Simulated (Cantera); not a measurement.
An isothermal, constant-pressure homogeneous reactor starts with N₂O : H₂ : N₂ = 1 : 0.0065 : 2.5 (molar parts), at 1250 K and 15.8 Torr.

Cantera simulation using GRI-Mech 3.0 (53 species, 325 reactions); the numbers are that mechanism's predictions, not measurements. GRI-Mech 3.0 was tuned for natural gas; its chemistry of N2O as a main component is partial and can be far from experiment. Radical loss at walls, strong at low pressure, is not modelled. The mechanism lacks the step 2 NO + O2 → 2 NO2, which can matter for NO2 below about 1400 K. The temperature is held fixed by assumption; the heat of reaction is taken as removed at once.

x: mole fraction; the columns are a selection and need not sum to one.

```
t (s)        x N₂O      x H₂       x H₂O        x OH         x H       x HO₂       x NO₂
--------  --------  --------  ----------  ----------  ----------  ----------  ----------
0.000500     0.285   0.00185     3.20e-8     1.96e-7     4.49e-8    7.93e-10      <1e-12
0.00146      0.285   0.00185     6.63e-7     1.24e-6     1.60e-7     1.63e-8    2.19e-12
0.00429      0.285   0.00184  (withheld)  (withheld)  (withheld)  (withheld)    3.95e-10
0.0126       0.285   0.00176  (withheld)  (withheld)  (withheld)  (withheld)  (withheld)
0.0368       0.284   0.00138    0.000461     2.10e-5     1.42e-6     2.99e-6     7.24e-7
0.108        0.283  0.000634     0.00121     1.79e-5     5.67e-7     2.53e-6     4.84e-6
0.316        0.280  0.000131     0.00171     1.07e-5     7.70e-8     1.18e-6     2.09e-5
0.926        0.274   6.94e-6     0.00184     7.25e-6     7.78e-9     3.80e-7     4.00e-5
2.71         0.256   1.82e-8     0.00183     7.66e-6     5.55e-9     1.47e-7     4.71e-5
7.95         0.212   1.51e-8     0.00179     8.01e-6     6.28e-9     5.05e-8     4.38e-5
23.3         0.124   1.75e-8     0.00172     7.98e-6     7.79e-9     1.38e-8     2.89e-5
68.3        0.0283   2.16e-8     0.00164     7.57e-6     9.64e-9     2.40e-9     1.26e-5
200       0.000870   7.14e-9     0.00162     4.10e-6     1.74e-9    5.45e-10     1.24e-5
```

### Question
What belongs in the gaps?

### Answer

- 0.00429, x H₂O: 9.23e-6
- 0.00429, x OH: 5.02e-6
- 0.00429, x H: 4.88e-7
- 0.00429, x HO₂: 2.18e-7
- 0.0126, x H₂O: 8.42e-5
- 0.0126, x OH: 1.33e-5
- 0.0126, x H: 1.15e-6
- 0.0126, x HO₂: 1.50e-6
- 0.0126, x NO₂: 3.30e-8
